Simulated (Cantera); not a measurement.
Cantera run, input and output.

```python
import numpy as np
import cantera as ct

gas = ct.Solution("gri30.yaml")
gas.TPX = 1925, 13332, {'C3H8': 1, 'H2': 5.8}
reactor = ct.IdealGasConstPressureReactor(gas, energy="off", clone=False)
net = ct.ReactorNet([reactor])
net.rtol, net.atol = 1e-08, 1e-18
show = ['C3H8', 'H2', 'C2H2', 'C2H', 'CH3']
times = np.geomspace(2e-06, 20, 13)

steps = ct.SolutionArray(gas, extra=["t"])
rows = []
print(f"{'t/s':>10s}{'T/K':>9s}{'P/Pa':>11s}" + "".join(f"{s:>11s}" for s in show))
for t in times:
    while net.time < t:
        t_next = net.step()
        steps.append(gas.state, t=t_next)
    rows.append([np.interp(t, steps.t, y) for y in (steps.T, steps.P, *steps(*show).X.T)])
    print(f"{t:10.3e}{rows[-1][0]:9.1f}{rows[-1][1]:11.4g}" + "".join(f"{x:11.3e}" for x in rows[-1][2:]))
rate = np.gradient(steps.T, steps.t)
print("integrator steps:", len(steps.t))
if steps.T.max() > steps.T[0] + 200:
    print(f"time of steepest temperature rise: {steps.t[rate.argmax()]:.4e} s")
gas.TPX = 1925, 13332, {'C3H8': 1, 'H2': 5.8}
gas.equilibrate("TP")
print(f"equilibrium (TP): T = {gas.T:.1f} K  " + "  ".join(f"{s} {gas[s].X[0]:.3e}" for s in show))
```

It prints:

```
       t/s      T/K       P/Pa       C3H8         H2       C2H2        C2H        CH3
 2.000e-06   1925.0  1.333e+04  1.210e-01  8.351e-01  1.636e-05  3.818e-10  1.634e-02
 7.662e-06   1925.0  1.333e+04  3.986e-02  7.660e-01  2.729e-03  2.738e-07  4.989e-02
 2.936e-05   1925.0  1.333e+04  2.652e-05  7.356e-01  5.329e-02  6.837e-06  2.369e-02
 1.125e-04   1925.0  1.333e+04  3.675e-07  7.558e-01  9.203e-02  4.719e-06  8.677e-03
 4.309e-04   1925.0  1.333e+04  9.246e-08  7.691e-01  1.094e-01  3.593e-06  4.991e-03
 1.651e-03   1925.0  1.333e+04  3.820e-08  7.881e-01  1.211e-01  3.948e-06  3.742e-03
 6.325e-03   1925.0  1.333e+04  5.368e-09  8.169e-01  1.373e-01  4.826e-06  2.000e-03
 2.423e-02   1925.0  1.333e+04  1.845e-10  8.363e-01  1.481e-01  5.754e-06  6.685e-04
 9.283e-02   1925.0  1.333e+04  4.333e-12  8.426e-01  1.516e-01  6.183e-06  1.766e-04
 3.557e-01   1925.0  1.333e+04  5.859e-13  8.439e-01  1.523e-01  6.262e-06  6.468e-05
 1.363e+00   1925.0  1.333e+04  4.731e-13  8.440e-01  1.524e-01  6.267e-06  5.592e-05
 5.220e+00   1925.0  1.333e+04  4.731e-13  8.440e-01  1.524e-01  6.267e-06  5.591e-05
 2.000e+01   1925.0  1.333e+04  4.731e-13  8.440e-01  1.524e-01  6.267e-06  5.591e-05
integrator steps: 1485
equilibrium (TP): T = 1925.0 K  C3H8 4.731e-13  H2 8.440e-01  C2H2 1.524e-01  C2H 6.267e-06  CH3 5.592e-05
```

Detailed kinetics in Cantera: GRI-Mech 3.0 (53 species, 325 reactions). GRI-Mech 3.0 was tuned for natural gas; its chemistry of propane as a main component is partial and can be far from experiment. GRI-Mech 3.0 stops at C3 and has no aromatics, soot or wall deposition, so with more carbon than oxygen in the feed, carbon stays in small species such as C2H2 where larger ones or solid carbon would form.
